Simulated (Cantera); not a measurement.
**SiH4 + C2H2 + H2 (silicon carbide growth)**

Charge: 1 mol SiH4, 0.15 mol C2H2, 11 mol H2, held at 820 Pa.

These are equilibrium values from Cantera (NASA tables, ideal gas, pure condensed phases), not measurements of a reactor. Candidate condensed phases: C, C6H6, C7H8, C8H18, Si, SiC; 87 gas species. Mutual solubility and eutectic melting of coexisting phases are not modelled. Gases not in the tables: Si2H6 and higher silanes. Equilibrium is a limit: real reactors are often held back by kinetics, nucleation or transport.

From 1050 K to 1650 K the condensed part is Si(s) + SiC(s). From 1750 K to 2150 K the condensed part is Si(l) + SiC(s). At 2250 K the condensed part is SiC(s).

```json
[
 {"T (K)": "1050", "x H2": "1.00", "x H": "8.96e-8", "x Si": "<1e-12", "x Si2C": "<1e-12", "x SiH": "1.14e-12", "x Si2": "<1e-12", "x SiH2": "3.74e-10", "x SiC2": "<1e-12", "n Si(s)": "0.700", "n SiC(s)": "0.300", "n Si(l)": "0"},
 {"T (K)": "1150", "x H2": "1.000", "x H": "8.24e-7", "x Si": "2.41e-11", "x Si2C": "<1e-12", "x SiH": "4.58e-11", "x Si2": "<1e-12", "x SiH2": "4.15e-9", "x SiC2": "<1e-12", "n Si(s)": "0.700", "n SiC(s)": "0.300", "n Si(l)": "0"},
 {"T (K)": "1250", "x H2": "1.000", "x H": "5.34e-6", "x Si": "1.01e-9", "x Si2C": "<1e-12", "x SiH": "1.01e-9", "x Si2": "<1e-12", "x SiH2": "3.13e-8", "x SiC2": "<1e-12", "n Si(s)": "0.700", "n SiC(s)": "0.300", "n Si(l)": "0"},
 {"T (K)": "1350", "x H2": "1.000", "x H": "2.63e-5", "x Si": "2.43e-8", "x Si2C": "9.90e-12", "x SiH": "1.40e-8", "x Si2": "9.43e-12", "x SiH2": "1.75e-7", "x SiC2": "<1e-12", "n Si(s)": "0.700", "n SiC(s)": "0.300", "n Si(l)": "0"},
 {"T (K)": "1450", "x H2": "1.000", "x H": "0.000104", "x Si": "3.75e-7", "x Si2C": "3.80e-10", "x SiH": "1.35e-7", "x Si2": "3.32e-10", "x SiH2": "7.69e-7", "x SiC2": "<1e-12", "n Si(s)": "0.700", "n SiC(s)": "0.300", "n Si(l)": "0"},
 {"T (K)": "1550", "x H2": "1.000", "x H": "0.000348", "x Si": "4.05e-6", "x Si2C": "9.02e-9", "x SiH": "9.64e-7", "x Si2": "7.31e-9", "x SiH2": "2.79e-6", "x SiC2": "<1e-12", "n Si(s)": "0.700", "n SiC(s)": "0.300", "n Si(l)": "0"},
 {"T (K)": "1650", "x H2": "0.999", "x H": "0.00100", "x Si": "3.27e-5", "x Si2C": "1.44e-7", "x SiH": "5.40e-6", "x Si2": "1.10e-7", "x SiH2": "8.65e-6", "x SiC2": "2.81e-11", "n Si(s)": "0.699", "n SiC(s)": "0.300", "n Si(l)": "0"},
 {"T (K)": "1750", "x H2": "0.997", "x H": "0.00256", "x Si": "0.000183", "x Si2C": "1.48e-6", "x SiH": "2.19e-5", "x Si2": "9.47e-7", "x SiH2": "2.08e-5", "x SiC2": "7.16e-10", "n Si(s)": "0", "n SiC(s)": "0.300", "n Si(l)": "0.697"},
 {"T (K)": "1850", "x H2": "0.993", "x H": "0.00593", "x Si": "0.000786", "x Si2C": "1.08e-5", "x SiH": "7.04e-5", "x Si2": "5.50e-6", "x SiH2": "4.19e-5", "x SiC2": "1.38e-8", "n Si(s)": "0", "n SiC(s)": "0.300", "n Si(l)": "0.688"},
 {"T (K)": "1950", "x H2": "0.984", "x H": "0.0126", "x Si": "0.00290", "x Si2C": "6.41e-5", "x SiH": "0.000200", "x Si2": "2.66e-5", "x SiH2": "7.80e-5", "x SiC2": "1.95e-7", "n Si(s)": "0", "n SiC(s)": "0.299", "n Si(l)": "0.656"},
 {"T (K)": "2050", "x H2": "0.965", "x H": "0.0246", "x Si": "0.00942", "x Si2C": "0.000317", "x SiH": "0.000507", "x Si2": "0.000110", "x SiH2": "0.000135", "x SiC2": "2.11e-6", "n Si(s)": "0", "n SiC(s)": "0.296", "n Si(l)": "0.557"},
 {"T (K)": "2150", "x H2": "0.925", "x H": "0.0448", "x Si": "0.0274", "x Si2C": "0.00135", "x SiH": "0.00117", "x Si2": "0.000396", "x SiH2": "0.000217", "x SiC2": "1.83e-5", "n Si(s)": "0", "n SiC(s)": "0.280", "n Si(l)": "0.269"},
 {"T (K)": "2250", "x H2": "0.874", "x H": "0.0767", "x Si": "0.0434", "x Si2C": "0.00301", "x SiH": "0.00148", "x Si2": "0.000459", "x SiH2": "0.000197", "x SiC2": "0.000216", "n Si(s)": "0", "n SiC(s)": "0.247", "n Si(l)": "0"}
]
```
x: gas mole fraction; n: condensed amount in mol.
